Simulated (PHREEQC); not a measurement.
## Leach liquor: speciation

Dissolve 27 mmol/kgw H2SO4, 0.32 mmol/kgw ZnSO4 and 39 mmol/kgw NiSO4 at 25 °C. Closed to the air; pH follows from the charge balance.

The numbers come from PHREEQC with the ion-association model, wateq4f.dat.

Precipitation was switched off in this run.

### Question
Estimate the pH, ionic strength.

### Answer
pH 1.64; ionic strength 0.128 mol/kgw.

### Question
In which forms is Zn present?

### Answer
Zn+2 52 %, ZnSO4 39 %, Zn(SO4)2-2 8.4 % of the Zn.
